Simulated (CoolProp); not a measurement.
100 sccm (0 °C, 1 atm) of nitrogen bubbles through liquid isohexane at 305.9 K and leaves saturated at a total pressure of 0.15 MPa (ideal gas phase). Each further row changes one setting.

Values from CoolProp's reference Helmholtz-energy equation of state, Lemmon 2006. It is a short technical equation, of lower accuracy than the large ones.

| case | vapour pressure (kPa) | mole fraction of vapour | delivery (mg/min) | delivery (sccm) | change of delivery for a bath 1 K warmer (%) |
|---|---|---|---|---|---|
| as stated | 38.5 | ___ | 133 | 34.6 | 5.4 |
| bath temperature 310.9 K | ___ | 0.311 | 173 | ___ | 5.6 |
| total pressure 0.3 MPa | 38.5 | ___ | 56.7 | 14.7 | 4.6 |

### Question
Some entries are withheld; supply them.

### Answer

- as stated, mole fraction of vapour: 0.257
- bath temperature 310.9 K, vapour pressure (kPa): 46.6
- bath temperature 310.9 K, delivery (sccm): 45.1
- total pressure 0.3 MPa, mole fraction of vapour: 0.128
